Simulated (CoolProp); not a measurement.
R410A along the isobar 2.66 bar: Z from the reference equation and from simpler models built on Tc = 71.3 °C, pc = 49.01 bar, ω = 0.296; each cubic takes its own stable root.

The numbers come from the reference Helmholtz-energy equation of state, Lemmon 2003 in CoolProp. It is a pseudo-pure fit of the blend.

```json
[
 {"T (°C)": "13.85", "phase": "gas", "reference": "0.9594"},
 {"T (°C)": "21.25", "phase": "gas", "reference": "0.9632"},
 {"T (°C)": "28.55", "phase": "gas", "reference": "0.9665"},
 {"T (°C)": "35.85", "phase": "gas", "reference": "0.9694"},
 {"T (°C)": "43.15", "phase": "gas", "reference": "0.9720"},
 {"T (°C)": "50.45", "phase": "gas", "reference": "0.9743"},
 {"T (°C)": "57.75", "phase": "gas", "reference": "0.9763"},
 {"T (°C)": "65.05", "phase": "gas", "reference": "0.9781"},
 {"T (°C)": "72.35", "phase": "gas", "reference": "0.9798"},
 {"T (°C)": "79.65", "phase": "gas", "reference": "0.9813"},
 {"T (°C)": "86.95", "phase": "gas", "reference": "0.9826"},
 {"T (°C)": "94.25", "phase": "gas", "reference": "0.9839"}
]
```

Task: How far does each simpler model (van der Waals, Redlich-Kwong, Soave-Redlich-Kwong, Peng-Robinson) lie from the reference over these 12 states: mean and median of the absolute difference, and the worst?

Result: 
- van der Waals: mean 0.7 %, median 0.6 %, worst +1.6 % at 13.85 °C and 2.66 bar
- Redlich-Kwong: mean 0.4 %, median 0.3 %, worst +0.9 % at 13.85 °C and 2.66 bar
- Soave-Redlich-Kwong: mean 0.3 %, median 0.2 %, worst +0.6 % at 13.85 °C and 2.66 bar
- Peng-Robinson: mean 0.1 %, median 0.1 %, worst +0.4 % at 13.85 °C and 2.66 bar
